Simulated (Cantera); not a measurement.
Input: 1 mol Si₂Cl₆, 5.1 mol NH₃, a varied amount of H₂, held at 42.0 Pa.

Equilibrium computed with Cantera from the NASA thermochemical tables; the gas is ideal and each condensed phase is pure. Candidate condensed phases: NH₄Cl, Si, Si₃N₄; 28 gas species. The feed counts by its element totals alone. Mutual solubility and eutectic melting of coexisting phases are not modelled. The tables' values for SiCl₃ are old estimates. Kinetics and transport are ignored.

Stable condensed phases, one row left out:

```
T in K \ n(H₂) in mol
         1.6 2.1 2.8 3.7 4.9 6.5 8.6  11  15  20  27  36  47
   1725    A   A   A   A   A   A   A   A   A   A   A   A   A
   1650    A   A   A   A   A   A   A   A   A   A   A   A   A
   1575    A   A   A   A   A   A   A   A   A   A   A   A   A
   1500    B   B   B   B   B   B   C   A   A   A   A   A   A
   1350    B   B   B   B   B   B   B   B   B   B   B   B   B
   1275    B   B   B   B   B   B   B   B   B   B   B   B   B
   1200    B   B   B   B   B   B   B   B   B   B   B   B   B
   1125    B   B   B   B   B   B   B   B   B   B   B   B   B
   1050    B   B   B   B   B   B   B   B   B   B   B   B   B
    975    B   B   B   B   B   B   B   B   B   B   B   B   B
```

A: Si; B: Si₃N₄; C: Si + Si₃N₄.

Problem. Give the row for 1425 K.

Solution. 1.6: Si₃N₄; 2.1: Si₃N₄; 2.8: Si₃N₄; 3.7: Si₃N₄; 4.9: Si₃N₄; 6.5: Si₃N₄; 8.6: Si₃N₄; 11: Si₃N₄; 15: Si₃N₄; 20: Si₃N₄; 27: Si₃N₄; 36: Si₃N₄; 47: Si₃N₄.
